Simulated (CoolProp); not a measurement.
Model: reference Helmholtz-energy equation of state, Lemmon 2006, in CoolProp. It is a short technical equation, of lower accuracy than the large ones.

Task: Give the vapour pressure (kPa), liquid density (kg/m³), vapour density (kg/m³), liquid cp (kJ/(kg K)) of saturated CH3F (R41) at -106.05, -65.85, -59.15 °C.

Result: 
```tsv
T (°C)	p (kPa)	liquid density (kg/m³)	vapour density (kg/m³)	liquid cp (kJ/(kg K))
-106.05	16.5	937	0.410	2.06
-65.85	193	854	4.06	2.10
-59.15	263	840	5.45	2.11
```
